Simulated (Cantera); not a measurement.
Charge: 1 mol Fe2O3, 8.8 mol Cl2, 11 mol N2, held at 0.270 bar.

Method: chemical equilibrium by Gibbs-energy minimisation in Cantera with the NASA 1993 tables (ideal gas, pure condensed phases). Candidate condensed phases: Fe, FeCl2, FeCl3, FeO, Fe2O3, Fe3O4; 19 gas species. Equilibrium is a limit: real reactors are often held back by kinetics, nucleation or transport.

**Question.** At 1327 °C, list the 4 most abundant gas species with their mole fractions, and the condensed phases.

**Answer.** N2 0.497, Cl2 0.240, Cl 0.104, O2 0.0672. Condensed: gas only.
